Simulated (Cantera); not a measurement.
# Tantalum, niobium, vanadium and zirconium in process gases: Zr + H₂O

A closed system holds: 1 mol Zr, a varied amount of H₂O, equilibrated at 1998.15 K and 10.0 mbar.

These are equilibrium values from Cantera (NASA tables, ideal gas, pure condensed phases), not measurements of a reactor. Candidate condensed phases: H₂O, Zr, ZrO₂; 12 gas species. Mutual solubility and eutectic melting of coexisting phases are not modelled. Condensed phases not in the tables: N, O or C dissolved in the metal. Rates play no part.

```tsv
n(H₂O) (mol)	x H₂	x H₂O	x H	x OH	n Zr(β)	n ZrO₂(tetragonal)
0.95	0.984	1.03e-6	0.0159	1.67e-9	0.525	0.475
1.2	0.984	1.03e-6	0.0159	1.67e-9	0.400	0.600
1.5	0.984	1.03e-6	0.0159	1.67e-9	0.250	0.750
1.9	0.984	1.03e-6	0.0159	1.67e-9	0.0500	0.950
2.3	0.856	0.129	0.0149	0.000223	0	1.00
2.9	0.679	0.308	0.0132	0.000597	0	1.00
3.6	0.547	0.441	0.0119	0.000952	0	1.00
4.5	0.437	0.551	0.0106	0.00133	0	1.00
5.7	0.345	0.644	0.00943	0.00175	0	1.00
7.1	0.277	0.712	0.00845	0.00216	0	1.00
8.9	0.221	0.768	0.00755	0.00261	0	1.00
11	0.179	0.810	0.00680	0.00306	0	1.00
14	0.142	0.848	0.00604	0.00360	0	1.00
```
x: gas mole fraction; n: condensed amount in mol.

From 0.95 mol H₂O to 1.9 mol H₂O the condensed part is Zr(β) + ZrO₂(tetragonal). From 2.3 mol H₂O to 14 mol H₂O the condensed part is ZrO₂(tetragonal).
